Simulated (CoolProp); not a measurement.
Methane at 298.15 K and 1.47 MPa is throttled through a valve to 0.701 MPa with no heat exchange. Each further row changes one setting.

Computed with CoolProp (reference Helmholtz-energy equation of state, Setzmann 1991).

```json
[
 {"case": "as stated", "temperature change (K)": "-3.4", "final density (kg/m³)": "4.65"},
 {"case": "outlet pressure 0.21 MPa", "temperature change (K)": "-5.6", "final density (kg/m³)": "1.39"},
 {"case": "outlet pressure 0.911 MPa", "temperature change (K)": "-2.4", "final density (kg/m³)": "6.04"}
]
```
